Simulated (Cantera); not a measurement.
Input (Python, Cantera) and output of one run.

```python
import numpy as np
import cantera as ct

gas_names = """
    AL ALCL ALCL2 ALCL3 ALH AL2 AL2CL6 CL CL2 H HCL H2
""".split()
cond_names = """
    AL(cr) AL(L) ALCL3(s) ALCL3(L)
""".split()


# ... load() reads the species with a 1 bar reference pressure and builds the phases ...
atoms = {
    'Al': {'AL': 1},
    'HCl': {'H': 1, 'CL': 1},
}
top_T = {}  # K; cautious upper limits of use, not melting points


# ... equilibrate(T, P, feed) seeds the gas with the atoms and calls Mixture.equilibrate('TP', solver="vcs", rtol=1e-11, max_steps=5000) ...
results = []
feed = {'Al': 1, 'HCl': 15}  # mol
T = 1473  # K
for P in [1, 5.2, 27, 140, 720, 3700, 19000, 100000]:
    mix = equilibrate(T, P, feed)
    results.append((T, P, feed, dict(zip(mix.species_names, mix.species_moles))))

top = {s: max(r[3][s] / sum(r[3][g] for g in gas_names) for r in results) for s in gas_names}
cols = sorted((s for s in top if top[s] > 1e-06), key=lambda s: -top[s])[:9]
seen = [c for c in cond_names if any(r[3].get(c, 0) > 1e-12 for r in results)]
print("log10 of partial pressures in bar; condensed amounts in mol")
print(f"{'P/Pa':>10s}" + "".join(f"{s[:9]:>10s}" for s in cols + seen))
for T, P, feed, n in results:
    ng = sum(n[g] for g in gas_names)
    print(f"{P:10.4g}" + "".join(f"{np.log10(max(n[s] / ng * P / 1e5, 1e-99)):10.3f}" for s in cols)
          + "".join(f"{n.get(c, 0):10.4g}" for c in seen))
```

Result:

```
log10 of partial pressures in bar; condensed amounts in mol
      P/Pa       HCL        H2     ALCL3      ALCL        CL     ALCL2         H    AL2CL6
         1    -5.079    -6.055    -6.335    -6.889    -7.040    -7.080    -7.925   -15.545
       5.2    -4.365    -5.292    -5.507    -6.726    -6.708    -6.584    -7.544   -13.890
        27    -3.651    -4.561    -4.752    -6.668    -6.359    -6.178    -7.178   -12.380
       140    -2.936    -3.841    -4.024    -6.650    -6.005    -5.805    -6.819   -10.923
       720    -2.225    -3.129    -3.308    -6.643    -5.650    -5.443    -6.462    -9.490
      3700    -1.514    -2.417    -2.595    -6.641    -5.294    -5.085    -6.107    -8.064
   1.9e+04    -0.803    -1.707    -1.883    -6.640    -4.939    -4.729    -5.751    -6.642
     1e+05    -0.082    -0.985    -1.162    -6.639    -4.579    -4.368    -5.391    -5.198
```

Cantera equilibrium calculation (NASA polynomials, part measured and part estimated; ideal gas, pure solids and liquids). The tables' values for AlCl2 are old estimates; treat these amounts as uncertain.
